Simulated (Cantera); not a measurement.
**Equilibrium for silicon carbide growth: (CH3)2SiCl2 + C2H4 + H2 + C3H8**

A closed system holds: 1 mol (CH3)2SiCl2, 0.071 mol C2H4, 1.5 mol H2, 0.0099 mol C3H8, held at 1250 K and 28000 Pa.

Method: chemical equilibrium by Gibbs-energy minimisation in Cantera with the NASA 1993 tables (ideal gas, pure condensed phases). Candidate condensed phases: C, C6H6, C7H8, C8H18, Si, SiC; 109 gas species. The feed counts by its element totals alone. The tables' values for SiCl3 are old estimates; treat these amounts as uncertain. Kinetics and transport are ignored.

```yaml
x(H2): 0.720
x(HCl): 0.248
x(SiCl4): 0.0254
x(SiHCl3): 0.00262
x(CH4): 0.00160
x(SiCl3): 0.00131
x(SiCl2): 0.000487
x(SiH2Cl2): 3.68e-5
n(C(graphite)): 1.33 mol
n(SiC(s)): 0.836 mol
gas_amount: 5.515 mol
log10 activity of Si(s) (absent): -2.65
```
